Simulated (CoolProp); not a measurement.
Hexamethyldisiloxane (MM) along the isobar 2.06 MPa: Z from the reference equation and from simpler models built on Tc = 245.6 °C, pc = 1.931 MPa, ω = 0.418; each cubic takes its own stable root.

Values from CoolProp's reference Helmholtz-energy equation of state, Thol 2016.

```csv
T (°C),phase,reference
192.95,liquid,0.1561
205.75,liquid,0.1590
218.65,liquid,0.1638
231.45,liquid,0.1726
244.25,liquid,0.1959
257.05,supercritical,0.4758
269.95,supercritical,0.5787
282.75,supercritical,0.6402
295.55,supercritical,0.6856
308.35,supercritical,0.7218
321.25,supercritical,0.7521
334.05,supercritical,0.7775
346.85,supercritical,0.7995
```

### Question
How far does each simpler model (van der Waals, Peng-Robinson) lie from the reference over these 13 states: mean and median of the absolute difference, and the worst?

### Answer
- van der Waals: mean 24.2 %, median 5.2 %, worst +58.4 % at 192.95 °C and 2.06 MPa
- Peng-Robinson: mean 2.9 %, median 1.6 %, worst +14.3 % at 244.25 °C and 2.06 MPa
